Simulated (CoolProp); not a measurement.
Model: reference Helmholtz-energy equation of state, Zhou 2012, in CoolProp.

### Question
For ethylbenzene, give the phase and the Z, cp (kJ/(kg K)) at 103.15 °C and 0.101 MPa.

### Answer
- 103.15 °C and 0.101 MPa: liquid; Z 0.00433, cp 2.02
